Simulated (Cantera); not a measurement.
A perfectly stirred reactor is fed with 8.70 % CH3OH, 19.2 % O2, 72.1 % N2, at 101000 Pa; it is adiabatic with a 575 K inlet, and is followed from long to short residence time, starting on the burning branch (τ in s: 0.029, 0.016, 0.0087, 0.0048, 0.0026, 0.0014, 0.00078, 0.00043, 0.00024, 0.00013, 7.1e-05).

Model: GRI-Mech 3.0 (53 species, 325 reactions), integrated in Cantera. GRI-Mech 3.0 was tuned for natural gas; its chemistry of methanol as a main component is partial and can be far from experiment.

One state of this run: T (K) = 1750; x CH3OH = 0.000283; x O2 = 0.0724; x HCN = 6.86e-8; x C2H6 = 1.32e-9; x C2H = 1.57e-11. x: mole fraction; the columns are a selection and need not sum to one.

Question: Which value of τ (s) does it belong to?
(A) 0.00043
(B) 0.00013
(C) 0.0087
(D) 0.00078

Answer: B, 0.00013
